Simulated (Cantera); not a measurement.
A closed system holds: 1 mol Ta(OEt)5, 0.027 mol H2O, equilibrated at 12000 Pa.

Equilibrium computed with Cantera from the NASA thermochemical tables; the gas is ideal and each condensed phase is pure. Candidate condensed phases: C, C6H6, C7H8, C8H18, H2O, Ta, TaC, Ta2O5; 113 gas species. The feed counts by its element totals alone. Mutual solubility and eutectic melting of coexisting phases are not modelled. TaC: taken at fixed stoichiometry. Condensed phases not in the tables: Ta2C. Rates play no part. All values below are at 1175 K.

Base state: H2 0.756, CO 0.242, CH4 0.00131, H2O 0.000761, CO2 0.000190 (mole fractions); condensed: C(graphite) + TaC(s) + Ta2O5(s).

Problem. What changes in the equilibrium state with this change: pressure from 12000 Pa to 310 Pa?

Solution. 
```json
[
 {"species": "H2", "before": "0.756", "after": "0.714"},
 {"species": "CO", "before": "0.242", "after": "0.286"},
 {"species": "CH4", "before": "0.00131", "after": "3.02e-5"},
 {"species": "H2O", "before": "0.000761", "after": "2.20e-5"},
 {"species": "CO2", "before": "0.000190", "after": "6.88e-6"},
 {"species": "C(graphite), mol", "before": "5.39", "after": "3.97"},
 {"species": "TaC(s), mol", "before": "0.594", "after": "1.00"},
 {"species": "Ta2O5(s), mol", "before": "0.203", "after": "0"}
]
```
